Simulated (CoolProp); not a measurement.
Vapour-liquid equilibrium of dimethyl carbonate (1) + n-heptane (2) at 296.5 K; x and y are mole fractions of (1).

Computed with CoolProp (multi-fluid Helmholtz-energy mixture model, Zhou 2011 and Span 2003; pair parameters Bell 2016).

| x | bubble pressure, mixture model (MPa) | bubble pressure, Raoult's law (MPa) | y, mixture model | y, Raoult's law |
|---|---|---|---|---|
| 0.05 | 0.007071 | 0.005660 | 0.243 | 0.059 |
| 0.125 | … | 0.005740 | 0.410 | 0.145 |
| 0.2 | … | 0.005820 | 0.489 | 0.229 |
| 0.275 | 0.009827 | 0.005900 | 0.531 | 0.311 |
| 0.35 | … | 0.005979 | 0.553 | 0.391 |
| 0.425 | 0.01011 | 0.006059 | … | 0.468 |
| 0.5 | 0.01013 | 0.006139 | … | 0.543 |
| 0.575 | 0.01013 | 0.006219 | 0.569 | 0.617 |
| 0.65 | 0.01013 | 0.006299 | 0.569 | 0.688 |
| 0.725 | 0.01011 | 0.006379 | 0.574 | 0.758 |
| 0.8 | 0.009972 | 0.006459 | 0.592 | 0.826 |
| 0.875 | … | 0.006539 | … | 0.893 |
| 0.95 | 0.008336 | 0.006619 | … | 0.958 |

Some entries are withheld; supply them.


- 0.125, bubble pressure, mixture model (MPa): 0.008533
- 0.2, bubble pressure, mixture model (MPa): 0.009378
- 0.35, bubble pressure, mixture model (MPa): 0.01004
- 0.425, y, mixture model: 0.564
- 0.5, y, mixture model: 0.568
- 0.875, bubble pressure, mixture model (MPa): 0.009531
- 0.875, y, mixture model: 0.638
- 0.95, y, mixture model: 0.766

The largest gap from Raoult's law is +67.9 % in bubble pressure, at x = 0.35. y crosses x between x = 0.5 and 0.575: the model has an azeotrope there.

Pair parameters are fitted to limited data, so mixtures are less certain than the pure fluids. With so large a gap from Raoult's law the liquid may split in two, which this calculation doesn't test in full.
